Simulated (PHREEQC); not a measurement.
0.51 g of hydrous ferric oxide (600 m²/g; 0.2 weak and 0.005 strong sites per Fe, Dzombak-Morel constants, diffuse double layer) in 1 kg of water with 0.3 mol/kgw of an inert sodium salt and 6.5e-06 mol/kgw ZnCl2 and 6.4e-06 mol/kgw ZnSO4, at 25 °C; the pH is set by adding NaOH or the inert anion's acid. Oxygen alone is held at its pressure in air (log pO2 = -0.68). No CO2 enters from the air. Nothing may precipitate in this run.

The series has 13 steps of pH, from 4 to 10.

The numbers come from PHREEQC with the ion-association model, wateq4f.dat.

**Question.** Near which pH is half of the Zn sorbed, and on which side is more sorbed?

**Answer.** Near pH 5.9, with more sorbed at higher pH.

**Question.** Near which pH is half of the S sorbed, and on which side is more sorbed?

**Answer.** Near pH 5.8, with more sorbed at lower pH.
